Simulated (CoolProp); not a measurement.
A Linde-Hampson liquefier for CF4 (R14): isothermal reversible compression at 280 K from 1 atm to 5 MPa, throttling to 1 atm, return gas leaving the recuperator 10 K below the feed. Each further row changes one setting.

Computed with CoolProp (reference Helmholtz-energy equation of state, Platzer 1990). This equation is an older, rougher fit; its heat capacities, sound speeds and derivatives of the liquid may be far off and weren't checked against measurements.

| case | liquid yield per pass | compression work (kJ/kg of gas) |
|---|---|---|
| as stated | 0.086 | 97.0 |
| high pressure 10 MPa | 0.223 | 109 |
| warm-end temperature 310 K | 0.051 | 110 |
| warm-end gap 15 K | 0.071 | 97.0 |
